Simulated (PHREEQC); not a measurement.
A column of 0.1 m (40 cells, dispersivity 0.005 m, 60 s a shift, diffusion coefficient 3e-10 m²/s) holds 0.079 eq of the database's cation exchanger X per kg of pore water, first in equilibrium with 0.00032 mol/kgw MgCl2 and 1e-05 mol/kgw HCl. It is flushed with 0.0011 mol/kgw ZnCl2, 0.00048 mol/kgw BaCl2, 0.056 mol/kgw KCl and 1e-05 mol/kgw HCl, at 25 °C. Values are for the last cell. CO2 from the air is kept out. No solid was allowed to form.

Base run: PHREEQC, ion-association model, phreeqc.dat. Each further column changes one thing. The table gives K in solution (mol/kgw).

```tsv
pore volumes	base	exchange capacity from 0.079 to 0.04 eq/kgw	dispersivity from 0.005 to 0.01 m
0	0	0	0
0.7625	9.47e-7	0.000117	9.51e-5
1.363	0.00453	?	?
2.112	0.0278	?	0.0301
2.862	0.0449	0.0544	?
3.612	0.0524	0.0558	0.0504
4.213	0.0548	0.0560	0.0531
4.963	0.0558	0.0560	0.0548
```

Question: What belongs in the gaps?

Answer: 
- 1.363, exchange capacity from 0.079 to 0.04 eq/kgw: 0.0191
- 1.363, dispersivity from 0.005 to 0.01 m: 0.00887
- 2.112, exchange capacity from 0.079 to 0.04 eq/kgw: 0.0468
- 2.862, dispersivity from 0.005 to 0.01 m: 0.0436
